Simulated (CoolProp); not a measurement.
Saturation properties of tetrahydrofuran.

Values from CoolProp's reference Helmholtz-energy equation of state, Fiedler 2023.

```csv
T (°C),p (bar),vapour density (kg/m³),enthalpy of vaporisation (kJ/kg),liquid cp (kJ/(kg K))
16.45,0.1467,0.4421,451.7,1.694
38.05,0.3729,1.053,436.5,1.773
59.65,0.8230,2.198,421.0,1.858
81.25,1.624,4.140,404.7,1.949
102.75,2.924,7.189,387.3,2.045
124.35,4.912,11.77,368.3,2.148
145.95,7.779,18.40,347.2,2.261
167.55,11.74,27.81,323.3,2.389
189.15,17.04,41.16,295.5,2.547
210.75,23.96,60.56,261.7,2.772
232.25,32.80,90.73,217.9,3.195
253.85,44.24,149.8,148.4,4.887
```

It boils at 65.9 °C under 1 atm.
